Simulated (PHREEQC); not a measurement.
A made-up water analysis in mmol/kgw, 25 °C, pH 6.65, pe 0.7:

```tsv
constituent	mmol/kgw
Na	0.0041
K	0.000743
Ca	0.00211
Mg	0.000482
Cl	0.00483
S(6)	0.000622
Alkalinity (meq/kgw)	0.004
Sr	0.000283
F	5.74e-05
Si	0.000151
B	0.000195
```

Valence states are taken as typed.

Computed with PHREEQC (ion-association model, wateq4f.dat).

```csv
quantity,before,after
CaSO4 (mol/kgw),2.53e-10,3.90e-9
CaHCO3+ (mol/kgw),1.11e-10,1.68e-9
SI of Quartz (SiO2),-2.84,-2.24
```

Problem. Name the change that produced these shifts.
(A) Si from 0.000151 to 0.000453 mmol/kgw
(B) temperature from 25 to 5 °C at the same typed pH
(C) all concentrations times 4 at the same typed pH
(D) Ca from 0.00211 to 0.00422 mmol/kgw

Solution. C, all concentrations times 4 at the same typed pH

Precipitation was switched off in this run. SiF6-2 is the database's only silicon fluoride. Real BF4- forms and hydrolyses slowly; the run takes it at equilibrium.
